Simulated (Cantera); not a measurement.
A closed system holds: 1 mol CS2, 0.44 mol H2O, 0.23 mol O2, 7.3 mol H2, equilibrated at 777 °C and 1.00 bar.

Method: chemical equilibrium by Gibbs-energy minimisation in Cantera with the NASA 1993 tables (ideal gas, pure condensed phases). Kinetics and transport are ignored.

```json
[
 {"species": "H2", "before": "0.633", "after": "0.637"},
 {"species": "H", "before": "6.45e-9", "after": "0.125"},
 {"species": "CO", "before": "0.0925", "after": "0.0853"},
 {"species": "H2S", "before": "0.238", "after": "0.0117"},
 {"species": "S", "before": "<1e-9", "after": "0.0479"},
 {"species": "CH4", "before": "0.0229", "after": "2.22e-7"},
 {"species": "SH", "before": "4.64e-6", "after": "0.0472"},
 {"species": "S2", "before": "2.15e-5", "after": "0.0363"},
 {"species": "H2O", "before": "0.0106", "after": "6.84e-5"},
 {"species": "CS", "before": "4.71e-9", "after": "0.00875"},
 {"species": "SO", "before": "<1e-9", "after": "1.77e-5"},
 {"species": "CO2", "before": "0.00183", "after": "1.24e-6"},
 {"species": "COS", "before": "0.00110", "after": "6.69e-5"},
 {"species": "CS2", "before": "0.000158", "after": "0.000834"},
 {"species": "C(graphite), mol", "before": "0.0112", "after": "0"}
]
```
Gas species are given as mole fractions.

Which change was made?
A. temperature from 777 °C to 2725 °C
B. pressure from 1.00 bar to 0.0100 bar
C. temperature from 777 °C to 3102 °C
D. temperature from 777 °C to 425 °C

A, temperature from 777 °C to 2725 °C
